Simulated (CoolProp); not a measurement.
Values from CoolProp's reference Helmholtz-energy equation of state, Lemmon 2006. It is a short technical equation, of lower accuracy than the large ones.

Q: Give the vapour pressure (MPa), liquid density (kg/m³), vapour density (kg/m³), surface tension (mN/m) of saturated carbonyl sulfide at -23.95 °C.

A: 
```tsv
T (°C)	p (MPa)	liquid density (kg/m³)	vapour density (kg/m³)	surface tension (mN/m)
-23.95	0.296	1120	9.15	16.0
```

Surface tension comes from a separate correlation (Mulero 2012).
